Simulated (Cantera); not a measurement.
Input: 1 mol CH₃SiCl₃, 33 mol H₂, at 1330 Pa.

Equilibrium computed with Cantera from the NASA thermochemical tables; the gas is ideal and each condensed phase is pure. Candidate condensed phases: C, C₆H₆, C₇H₈, C₈H₁₈, Si, SiC; 109 gas species. The feed counts by its element totals alone. Equilibrium is a limit: real reactors are often held back by kinetics, nucleation or transport.

What share of the Si ends up in condensed phases as a function of T (°C), at 652, 752, 852, 952, 1052, 1152, 1252, 1352, 1452, 1552, 1652?


```
T (°C)  Si condensed (%)      as
------  ----------------  ------
652                 84.1  SiC(s)
752                 97.2  SiC(s)
852                 99.3  SiC(s)
952                 99.7  SiC(s)
1052                99.7  SiC(s)
1152                99.5  SiC(s)
1252                99.3  SiC(s)
1352                98.9  SiC(s)
1452                98.4  SiC(s)
1552                97.8  SiC(s)
1652                96.9  SiC(s)
```
